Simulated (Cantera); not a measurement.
A Cantera script and what it prints.

```python
import numpy as np
import cantera as ct

gas_names = """
    H HO2 H2 H2O H2O2 O OH O2 O3 Pb PbO Pb2
""".split()
cond_names = """
    H2O(s) H2O(L) Pb(cr) Pb(L) PbO(rd) PbO(yw) PbO(L) PbO2(s) Pb3O4(s)
""".split()


def load(file, names, dense=False):
    # The tables refer to 1 bar. Condensed volumes are neglected.
    table = {s.name: s for s in ct.Species.list_from_file(file)}
    out = []
    for n in names:
        d = dict(table[n].input_data)
        d["thermo"] = dict(d["thermo"], **{"reference-pressure": 1e5})
        if dense:
            d["equation-of-state"] = {"model": "constant-volume", "density": "1e6 g/cm^3"}
        out.append(ct.Species.from_dict(d))
    return out


gas = ct.Solution(thermo="ideal-gas", species=load("nasa_gas.yaml", gas_names))
cond = {s.name: ct.Solution(thermo="fixed-stoichiometry", species=[s], name=s.name)
        for s in load("nasa_condensed.yaml", cond_names, dense=True)}
atoms = {
    'PbO': {'Pb': 1, 'O': 1},
    'H2': {'H': 2},
}
top_T = {'Pb3O4(s)': 820}  # K; cautious upper limits of use, not melting points


def equilibrate(T, P, feed):
    n = {}
    for name, mol in feed.items():
        for a, k in atoms[name].items():
            n[a] = n.get(a, 0.0) + k * mol
    gas.TPX = T, P, n
    mass = sum(n.values()) * gas.mean_molecular_weight
    gas.equilibrate("TP")
    valid = [c for c in cond.values() if c.min_temp <= T <= top_T.get(c.name, c.max_temp)]
    mix = ct.Mixture([(gas, mass / gas.mean_molecular_weight)] + [(c, 0.0) for c in valid])
    mix.T, mix.P = T, P
    mix.equilibrate("TP", solver="vcs", rtol=1e-11, max_steps=5000)
    return mix


results = []
T = 1025  # K
P = 101325  # Pa
for m in [0.16, 0.22, 0.3, 0.41, 0.56, 0.78, 1.1, 1.5]:
    feed = {'PbO': 1, 'H2': m}  # mol
    mix = equilibrate(T, P, feed)
    results.append((T, P, feed, dict(zip(mix.species_names, mix.species_moles))))

top = {s: max(r[3][s] / sum(r[3][g] for g in gas_names) for r in results) for s in gas_names}
cols = sorted((s for s in top if top[s] > 1e-05), key=lambda s: -top[s])[:5]
seen = [c for c in cond_names if any(r[3].get(c, 0) > 1e-12 for r in results)]
print("log10 of partial pressures in bar; condensed amounts in mol")
print(f"{'n(H2)':>10s}" + "".join(f"{s[:9]:>10s}" for s in cols + seen))
for T, P, feed, n in results:
    ng = sum(n[g] for g in gas_names)
    print(f"{feed['H2']:10.4g}" + "".join(f"{np.log10(max(n[s] / ng * P / 1e5, 1e-99)):10.3f}" for s in cols)
          + "".join(f"{n.get(c, 0):10.4g}" for c in seen))
```

Result:

```
log10 of partial pressures in bar; condensed amounts in mol
     n(H2)       H2O        H2        Pb     Pb(L)   PbO(yw)
      0.16     0.006    -3.788    -4.556      0.16      0.84
      0.22     0.006    -3.788    -4.556      0.22      0.78
       0.3     0.006    -3.788    -4.556    0.2999       0.7
      0.41     0.006    -3.788    -4.556    0.4099    0.5901
      0.56     0.006    -3.788    -4.556    0.5599    0.4401
      0.78     0.006    -3.788    -4.556    0.7799    0.2201
       1.1    -0.036    -1.036    -4.556         1         0
       1.5    -0.170    -0.471    -4.556         1         0
```

These are equilibrium values from Cantera (NASA tables, ideal gas, pure condensed phases), not measurements of a reactor. Mutual solubility and eutectic melting of coexisting phases are not modelled.
